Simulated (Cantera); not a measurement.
Input: 1 mol CS2, 0.072 mol O2, at 0.770 bar.

Method: chemical equilibrium by Gibbs-energy minimisation in Cantera with the NASA 1993 tables (ideal gas, pure condensed phases). Candidate condensed phases: C, S; 22 gas species. Gases not in the tables: S3 to S7. Kinetics and transport are ignored.

### Question
Which condensed phases are stable at each of these points (T (°C)): 800, 1000, 1200, 1400, 1600, 1800, 2000, 2200?

### Answer
```json
[
 {"T (°C)": "800", "condensed phases": "C(graphite)", "C condensed (%)": "0.3"},
 {"T (°C)": "1000", "condensed phases": "C(graphite)", "C condensed (%)": "0.6"},
 {"T (°C)": "1200", "condensed phases": "C(graphite)", "C condensed (%)": "1.8"},
 {"T (°C)": "1400", "condensed phases": "C(graphite)", "C condensed (%)": "2.8"},
 {"T (°C)": "1600", "condensed phases": "C(graphite)", "C condensed (%)": "2.8"},
 {"T (°C)": "1800", "condensed phases": "gas only", "C condensed (%)": "0.0"},
 {"T (°C)": "2000", "condensed phases": "gas only", "C condensed (%)": "0.0"},
 {"T (°C)": "2200", "condensed phases": "gas only", "C condensed (%)": "0.0"}
]
```

From 800 °C to 1600 °C the condensed part is C(graphite). From 1800 °C to 2200 °C nothing is condensed.
